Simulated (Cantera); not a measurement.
Input: 1 mol Si, 0.036 mol CO₂, 2.7 mol H₂, at 750 Torr.

These are equilibrium values from Cantera (NASA tables, ideal gas, pure condensed phases), not measurements of a reactor. Candidate condensed phases: C, C₆H₆, C₇H₈, C₈H₁₈, H₂O, Si, SiC, SiO₂; 123 gas species. Each liquid is taken as pure. Mutual solubility and eutectic melting of coexisting phases are not modelled. The tables hold silica as quartz up to 1696 K and as liquid above; real silica turns to tridymite and cristobalite and melts near 1996 K. Gases not in the tables: Si₂H₆ and higher silanes. Equilibrium is a limit: real reactors are often held back by kinetics, nucleation or transport.

Task: What share of the Si ends up in condensed phases as a function of T (K), at 1350, 1450, 1550, 1650, 1750, 1850, 1950, 2050, 2150?

Result: 
```tsv
T (K)	Si condensed (%)	as
1350	100.0	Si(s) + SiC(s) + SiO₂(β-quartz)
1450	99.9	Si(s) + SiC(s) + SiO₂(β-quartz)
1550	99.7	Si(s) + SiC(s) + SiO₂(β-quartz)
1650	98.3	Si(s) + SiC(s) + SiO₂(β-quartz)
1750	93.5	Si(l) + SiC(s) + SiO₂(condensed)
1850	93.7	Si(l) + SiC(s)
1950	94.2	Si(l) + SiC(s)
2050	94.8	Si(l) + SiC(s)
2150	95.5	Si(l) + SiC(s)
```
